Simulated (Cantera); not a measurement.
Mixture: H2 : O2 : N2 = 1 : 0.617 : 2.32 (molar parts), equivalence ratio 0.81, at 7.01 atm, adiabatic and at constant pressure. Ignition delay is the time to a rise of 400 K.

Cantera simulation using the H2/O2 subset of GRI-Mech 3.0, which has no nitrogen chemistry; the numbers are that mechanism's predictions, not measurements. The hydrogen kinetics of GRI-Mech 3.0 are dated; newer H2 mechanisms differ, most at raised pressure. Below about 950 K walls govern HO2 and H2O2 in real vessels.

Q: What does this change do: N2 2.32 to 5.5 parts?

A: 
| quantity | before | after |
|---|---|---|
| delay at 850 K | 0.688 s | 1.09 s |
| delay at 1000 K | 11.0 ms | 17.1 ms |
| delay at 1150 K | 0.166 ms | 0.232 ms |
| delay at 1300 K | 5.45 µs | 10.3 µs |
| delay at 1450 K | 2.45 µs | 5.00 µs |
| apparent activation energy between 1300 and 1450 K | 84 kJ/mol | 76 kJ/mol |

Q: What does this change do: H2 1 to 0.53 parts?

A: 
| quantity | before | after |
|---|---|---|
| delay at 850 K | 0.688 s | 0.994 s |
| delay at 1000 K | 11.0 ms | 15.0 ms |
| delay at 1150 K | 0.166 ms | 0.194 ms |
| delay at 1300 K | 5.45 µs | 6.10 µs |
| delay at 1450 K | 2.45 µs | 2.84 µs |
| apparent activation energy between 1300 and 1450 K | 84 kJ/mol | 80 kJ/mol |
